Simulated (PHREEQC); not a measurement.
Copper plating or etch bath: an equilibrium model

A solution holds 0.0039 mol/kgw Cu(BF4)2, 0.00045 mol/kgw HCl and 0.094 mol/kgw NaCl, at 25 °C. Closed to the air; pH follows from the charge balance.

Model: ion-association model, phreeqc.dat, run in PHREEQC.

Each row changes one thing in this solution. Precipitation was switched off in this run.

| case | pH | ionic strength (mol/kgw) | HF (mol/kgw) | F- (mol/kgw) | NaF (mol/kgw) | HF2- (mol/kgw) | SI of Halite (NaCl) |
|---|---|---|---|---|---|---|---|
| as made | 2.87 | 0.106 | 0.00334 | 0.00221 | 6.89e-5 | 2.82e-5 | -3.85 |
| Cu(BF4)2 replaced by KHF2 at the same molality | ___ | ___ | 0.00341 | 0.00415 | 0.000131 | 5.42e-5 | -3.84 |
| temperature from 25 to 55 °C | ___ | 0.105 | 0.00539 | 0.00241 | 7.32e-5 | 5.66e-5 | -3.89 |
| NaCl from 0.094 to 0.47 mol/kgw | ___ | 0.481 | 0.00300 | 0.00234 | 0.000258 | 2.61e-5 | ___ |

Question: Fill in the missing entries.

Answer: 
- Cu(BF4)2 replaced by KHF2 at the same molality, pH: 3.13
- Cu(BF4)2 replaced by KHF2 at the same molality, ionic strength (mol/kgw): 0.0987
- temperature from 25 to 55 °C, pH: 2.94
- NaCl from 0.094 to 0.47 mol/kgw, pH: 2.82
- NaCl from 0.094 to 0.47 mol/kgw, SI of Halite (NaCl): -2.56

At this temperature some constants are extrapolated from 25 °C, and those without enthalpy data are left unchanged. Real BF4- forms and hydrolyses slowly; the run takes it at equilibrium.
